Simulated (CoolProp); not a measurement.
Vapour-liquid equilibrium of carbon dioxide (1) + carbonyl sulfide (2) at -32.95 °C; x and y are mole fractions of (1).

Computed with CoolProp (multi-fluid Helmholtz-energy mixture model, Span 1996 and Lemmon 2006; pair parameters Bell 2016).

Problem. Give the bubble pressure and the first vapour's composition at x = 0.275, 0.575, 0.875. Is there an azeotrope?

Solution. x = 0.275: 0.6597 MPa, y = 0.732; x = 0.575: 0.9453 MPa, y = 0.860; x = 0.875: 1.184 MPa, y = 0.952. No azeotrope shows between x = 0.05 and 0.95.

Pair parameters are fitted to limited data, so mixtures are less certain than the pure fluids.
